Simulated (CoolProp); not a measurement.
Hexamethyldisiloxane (MM) along the isotherm 282.25 °C: fugacity coefficient from the reference equation and from simpler models built on Tc = 245.6 °C, pc = 19.31 bar, ω = 0.418; each cubic takes its own stable root.

The numbers come from the reference Helmholtz-energy equation of state, Thol 2016 in CoolProp.

```tsv
p (bar)	phase	reference
0.153	gas	0.9978
0.271	gas	0.9961
0.483	gas	0.9930
0.859	gas	0.9876
1.53	gas	0.9779
2.71	gas	0.9610
4.83	gas	0.9309
8.59	gas	0.8786
15.3	gas	0.7886
27.1	supercritical	0.6396
48.3	supercritical	0.4512
```

**Question.** How far does each simpler model (van der Waals, Redlich-Kwong, Soave-Redlich-Kwong, Peng-Robinson) lie from the reference over these 11 states: mean and median of the absolute difference, and the worst?

**Answer.** 
- van der Waals: mean 0.7 %, median 0.2 %, worst +2.5 % at 282.25 °C and 48.3 bar
- Redlich-Kwong: mean 0.3 %, median 0.0 %, worst -1.6 % at 282.25 °C and 27.1 bar
- Soave-Redlich-Kwong: mean 1.1 %, median 0.2 %, worst +6.0 % at 282.25 °C and 48.3 bar
- Peng-Robinson: mean 0.5 %, median 0.3 %, worst -1.7 % at 282.25 °C and 27.1 bar
